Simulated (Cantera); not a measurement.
A Cantera script and what it prints.

```python
import numpy as np
import cantera as ct

gas_names = """
    H HO2 H2 H2O H2O2 O OH O2 O3 Ta TaO TaO2
""".split()
cond_names = """
    H2O(s) H2O(L) Ta(cr) Ta(L) Ta2O5(s) Ta2O5(L)
""".split()


# ... load() reads the species with a 1 bar reference pressure and builds the phases ...
atoms = {
    'Ta2O5': {'Ta': 2, 'O': 5},
    'H2': {'H': 2},
    'H2O': {'H': 2, 'O': 1},
}
top_T = {}  # K; cautious upper limits of use, not melting points


# ... equilibrate(T, P, feed) seeds the gas with the atoms and calls Mixture.equilibrate('TP', solver="vcs", rtol=1e-11, max_steps=5000) ...
results = []
feed = {'Ta2O5': 1, 'H2': 20, 'H2O': 3.2}  # mol
P = 101325  # Pa
for T in [823, 1023, 1223, 1423, 1623, 1823, 2023, 2223]:
    mix = equilibrate(T, P, feed)
    results.append((T, P, feed, dict(zip(mix.species_names, mix.species_moles))))
    x = sorted(zip(gas.X, gas.species_names), reverse=True)
    print(f"T = {T:g} K  P = {P:g} Pa  gas = {mix.phase_moles(0):.4g} mol")
    print("   x: " + "  ".join(f"{s} {v:.3e}" for v, s in x if v > 0.0001))
    print("   condensed (mol): " + ("  ".join(f"{mix.phase(i).name} {mix.phase_moles(i):.4g}"
          for i in range(1, mix.n_phases) if mix.phase_moles(i) > 1e-12) or "none"))
```

Output:

```
T = 823 K  P = 101325 Pa  gas = 23.2 mol
   x: H2 8.621e-01  H2O 1.379e-01
   condensed (mol): Ta2O5(s) 1
T = 1023 K  P = 101325 Pa  gas = 23.2 mol
   x: H2 8.621e-01  H2O 1.379e-01
   condensed (mol): Ta2O5(s) 1
T = 1223 K  P = 101325 Pa  gas = 23.2 mol
   x: H2 8.621e-01  H2O 1.379e-01
   condensed (mol): Ta2O5(s) 1
T = 1423 K  P = 101325 Pa  gas = 23.2 mol
   x: H2 8.621e-01  H2O 1.379e-01
   condensed (mol): Ta2O5(s) 1
T = 1623 K  P = 101325 Pa  gas = 23.2 mol
   x: H2 8.620e-01  H2O 1.379e-01
   condensed (mol): Ta2O5(s) 1
T = 1823 K  P = 101325 Pa  gas = 23.2 mol
   x: H2 8.617e-01  H2O 1.379e-01  H 3.995e-04
   condensed (mol): Ta2O5(s) 1
T = 2023 K  P = 101325 Pa  gas = 23.22 mol
   x: H2 8.604e-01  H2O 1.378e-01  H 1.750e-03
   condensed (mol): Ta2O5(s) 1
T = 2223 K  P = 101325 Pa  gas = 23.27 mol
   x: H2 8.566e-01  H2O 1.374e-01  H 5.890e-03  OH 1.364e-04
   condensed (mol): Ta2O5(L) 1
```

Equilibrium computed with Cantera from the NASA thermochemical tables; the gas is ideal and each condensed phase is pure.
